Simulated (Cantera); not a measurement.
Input: 1 mol C6H6, 1.4 mol H2O, 35 mol H2, at 925 K and 100000 Pa.

These are equilibrium values from Cantera (NASA tables, ideal gas, pure condensed phases), not measurements of a reactor. Candidate condensed phases: C, C6H6, C7H8, C8H18, H2O; 110 gas species. Kinetics and transport are ignored.

Base state: H2 0.811, CH4 0.149, H2O 0.0210, CO 0.0174, CO2 0.000909 (mole fractions); condensed: C(graphite).

**Question.** What changes in the equilibrium state with this change: temperature from 925 K to 950 K?

**Answer.** 
| species | before | after |
|---|---|---|
| H2 | 0.811 | 0.843 |
| CH4 | 0.149 | 0.119 |
| CO | 0.0174 | 0.0210 |
| H2O | 0.0210 | 0.0165 |
| CO2 | 0.000909 | 0.000737 |
| C(graphite), mol | 0.159 | 0.946 |
